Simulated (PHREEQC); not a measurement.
A solution holds 17 mmol/kgw NiSO4 and 15 mmol/kgw NiCl2, at 25 °C. Closed to the air; pH follows from the charge balance.

Model: ion-association model, wateq4f.dat, run in PHREEQC.

```
Property                 Value
--------------  --------------
pH                        6.00
ionic strength  0.0830 mol/kgw
```

| species | molality | activity | log γ |
|---|---|---|---|
| Cl- | 0.0292 | 0.0227 | -0.109 |
| Ni+2 | 0.0242 | 0.00949 | -0.406 |
| SO4-2 | 0.00988 | 0.00391 | -0.402 |
| NiSO4 | 0.00711 | 0.00724 | 0.008 |
| NiCl+ | 0.000685 | 0.000542 | -0.101 |
| NiCl2 | 4.39e-5 | 4.47e-5 | 0.008 |
| Ni(SO4)2-2 | 3.87e-6 | 1.52e-6 | -0.406 |
| NiOH+ | 1.66e-6 | 1.31e-6 | -0.101 |
| H+ | 1.19e-6 | 9.96e-7 | -0.079 |
| HSO4- | 4.80e-7 | 3.79e-7 | -0.103 |

Precipitation was switched off in this run.
